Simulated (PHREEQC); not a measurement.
# Reverse-osmosis permeate: speciation

Synthetic water in mg/L, 25 °C, pH 6.4, pe -0: Na 1.24; K 1.81; Ca 5.14; Mg 0.831; Cl 6.2; S(6) as SO4 1.4; Alkalinity as HCO3 13.6; Zn 0.841; Sr 0.014; B 0.00251.

Na is adjusted to close the charge balance.
Valence states are taken as typed.

The numbers come from PHREEQC with the ion-association model, phreeqc.dat.

```yaml
ionic_strength: 0.000614 mol/kgw
```

```json
[
 {"species": "HCO3-", "molality": "0.000222", "activity": "0.000216", "log γ": "-0.012"},
 {"species": "CO2", "molality": "0.000193", "activity": "0.000193", "log γ": "0.000"},
 {"species": "Cl-", "molality": "0.000175", "activity": "0.000170", "log γ": "-0.012"},
 {"species": "Ca+2", "molality": "0.000128", "activity": "0.000114", "log γ": "-0.048"},
 {"species": "K+", "molality": "4.63e-5", "activity": "4.50e-5", "log γ": "-0.012"},
 {"species": "Mg+2", "molality": "3.40e-5", "activity": "3.04e-5", "log γ": "-0.048"},
 {"species": "Na+", "molality": "2.97e-5", "activity": "2.89e-5", "log γ": "-0.012"},
 {"species": "SO4-2", "molality": "1.42e-5", "activity": "1.27e-5", "log γ": "-0.049"},
 {"species": "Zn+2", "molality": "1.24e-5", "activity": "1.11e-5", "log γ": "-0.049"}
]
```

This is a speciation only: nothing precipitates in the calculation. Species that the database lacks are ignored.
